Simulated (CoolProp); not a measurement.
Properties of R125 at several states (Tc = 339.2 K, pc = 36.18 bar, ω = 0.305).

Model: reference Helmholtz-energy equation of state, Lemmon 2005, in CoolProp.

```csv
T (K),p (bar),phase,density (kg/m³),cv (kJ/(kg K)),viscosity (µPa s),conductivity (mW/(m K))
454.6,0.114,gas,0.3621,(withheld),19.1,26.8
490.1,6.82,gas,20.42,0.9726,20.5,30.3
442.7,31.8,gas,(withheld),(withheld),20.4,27.5
467.8,1.34,gas,4.151,0.9469,19.6,28.0
466.8,67.4,supercritical,252.9,(withheld),25.0,32.6
```

Question: Fill in the missing entries.

Answer: 
- 454.6, cv (kJ/(kg K)): 0.9316
- 442.7, density (kg/m³): 117.1
- 442.7, cv (kJ/(kg K)): 0.9412
- 466.8, cv (kJ/(kg K)): 0.9827

Viscosity comes from a separate model (Huber 2006). Thermal conductivity comes from a separate model (Perkins 2006).
